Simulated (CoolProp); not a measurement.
Vapour-liquid equilibrium of n-butane (1) + cyclohexane (2) at 46.95 °C; x and y are mole fractions of (1).

Values from CoolProp's multi-fluid Helmholtz-energy mixture model, Bücker 2006 and Zhou 2014; pair parameters Bell 2016.

```tsv
x	bubble pressure, mixture model (kPa)	bubble pressure, Raoult's law (kPa)	y, mixture model	y, Raoult's law
0.05	___	53.59	0.351	0.427
0.15	___	96.10	0.666	0.714
0.25	124.5	138.6	___	0.825
0.35	___	181.1	___	0.884
0.45	___	223.6	0.914	0.920
0.55	259.3	266.2	0.941	0.945
0.65	303.5	308.7	___	0.963
0.75	346.7	351.2	0.974	0.977
0.85	389.8	393.7	0.985	0.988
0.95	434.1	436.2	___	0.996
```

Problem. What belongs in the gaps?

Solution. 
- 0.05, bubble pressure, mixture model (kPa): 47.62
- 0.15, bubble pressure, mixture model (kPa): 83.43
- 0.25, y, mixture model: 0.801
- 0.35, bubble pressure, mixture model (kPa): 168.8
- 0.35, y, mixture model: 0.872
- 0.45, bubble pressure, mixture model (kPa): 214.2
- 0.65, y, mixture model: 0.960
- 0.95, y, mixture model: 0.995

The largest gap from Raoult's law is -13.2 % in bubble pressure, at x = 0.15. No azeotrope shows between x = 0.05 and 0.95.

Pair parameters are fitted to limited data, so mixtures are less certain than the pure fluids.
